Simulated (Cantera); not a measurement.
An isothermal, constant-pressure homogeneous reactor starts with CH4 : CO2 = 1 : 1.3 (molar parts), at 1250 K and 760 Torr. Integrator tolerance rtol = 1e-08.

Model: GRI-Mech 3.0 (53 species, 325 reactions), integrated in Cantera.

### Question
What does this change do: pressure from 760 Torr to 105 Torr?

### Answer
| quantity | before | after |
|---|---|---|
| x(CH4) at 200 s | 0.249 (gas-phase equilibrium 0.000162) | 0.374 (gas-phase equilibrium 3.10e-6) |
| x(CO2) at 200 s | 0.376 (gas-phase equilibrium 0.0302) | 0.520 (gas-phase equilibrium 0.0301) |
| x(OH) at 200 s | 1.18e-9 (gas-phase equilibrium 3.04e-10) | 4.26e-10 (gas-phase equilibrium 8.16e-10) |
| x(C2H2) at 200 s | 0.0480 (gas-phase equilibrium 7.07e-10) | 0.0196 (gas-phase equilibrium 1.36e-11) |
| x(HO2) at 200 s | <1e-12 (gas-phase equilibrium <1e-12) | <1e-12 (gas-phase equilibrium <1e-12) |
| x(CO) at 200 s | 0.124 (gas-phase equilibrium 0.505) | 0.0224 (gas-phase equilibrium 0.505) |
| x(O) at 200 s | <1e-12 (gas-phase equilibrium <1e-12) | <1e-12 (gas-phase equilibrium <1e-12) |
